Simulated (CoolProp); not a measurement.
Properties of carbonyl sulfide along the isotherm 450.4 K.

The numbers come from the reference Helmholtz-energy equation of state, Lemmon 2006 in CoolProp. It is a short technical equation, of lower accuracy than the large ones.

```json
[
 {"p (kPa)": "158", "phase": "gas", "density (kg/m³)": "2.547", "cv (kJ/(kg K))": "0.6533", "Joule-Thomson coefficient (K/MPa)": "7.737", "isothermal compressibility (1/MPa)": "6.360", "expansivity (1/kK)": "2.255"},
 {"p (kPa)": "300", "phase": "gas", "density (kg/m³)": "4.857", "cv (kJ/(kg K))": "0.6542", "Joule-Thomson coefficient (K/MPa)": "7.756", "isothermal compressibility (1/MPa)": "3.364", "expansivity (1/kK)": "2.287"},
 {"p (kPa)": "568", "phase": "gas", "density (kg/m³)": "9.274", "cv (kJ/(kg K))": "0.6559", "Joule-Thomson coefficient (K/MPa)": "7.792", "isothermal compressibility (1/MPa)": "1.792", "expansivity (1/kK)": "2.349"},
 {"p (kPa)": "1080", "phase": "gas", "density (kg/m³)": "17.93", "cv (kJ/(kg K))": "0.6593", "Joule-Thomson coefficient (K/MPa)": "…", "isothermal compressibility (1/MPa)": "…", "expansivity (1/kK)": "…"},
 {"p (kPa)": "2040", "phase": "gas", "density (kg/m³)": "…", "cv (kJ/(kg K))": "0.6660", "Joule-Thomson coefficient (K/MPa)": "7.977", "isothermal compressibility (1/MPa)": "0.5251", "expansivity (1/kK)": "2.747"},
 {"p (kPa)": "3870", "phase": "gas", "density (kg/m³)": "…", "cv (kJ/(kg K))": "0.6798", "Joule-Thomson coefficient (K/MPa)": "8.151", "isothermal compressibility (1/MPa)": "0.2982", "expansivity (1/kK)": "3.412"},
 {"p (kPa)": "7340", "phase": "supercritical", "density (kg/m³)": "157.8", "cv (kJ/(kg K))": "0.7107", "Joule-Thomson coefficient (K/MPa)": "8.061", "isothermal compressibility (1/MPa)": "0.1879", "expansivity (1/kK)": "5.547"},
 {"p (kPa)": "13900", "phase": "supercritical", "density (kg/m³)": "416.6", "cv (kJ/(kg K))": "0.7564", "Joule-Thomson coefficient (K/MPa)": "4.582", "isothermal compressibility (1/MPa)": "…", "expansivity (1/kK)": "10.49"},
 {"p (kPa)": "26400", "phase": "supercritical", "density (kg/m³)": "686.7", "cv (kJ/(kg K))": "0.7435", "Joule-Thomson coefficient (K/MPa)": "0.8678", "isothermal compressibility (1/MPa)": "0.01586", "expansivity (1/kK)": "4.143"},
 {"p (kPa)": "50000", "phase": "supercritical", "density (kg/m³)": "839.7", "cv (kJ/(kg K))": "0.7468", "Joule-Thomson coefficient (K/MPa)": "-0.03780", "isothermal compressibility (1/MPa)": "…", "expansivity (1/kK)": "2.133"}
]
```

Complete the blanks.


- 1080, Joule-Thomson coefficient (K/MPa): 7.859
- 1080, isothermal compressibility (1/MPa): 0.9586
- 1080, expansivity (1/kK): 2.477
- 2040, density (kg/m³): 34.98
- 3870, density (kg/m³): 71.03
- 13900, isothermal compressibility (1/MPa): 0.09958
- 50000, isothermal compressibility (1/MPa): 0.005002
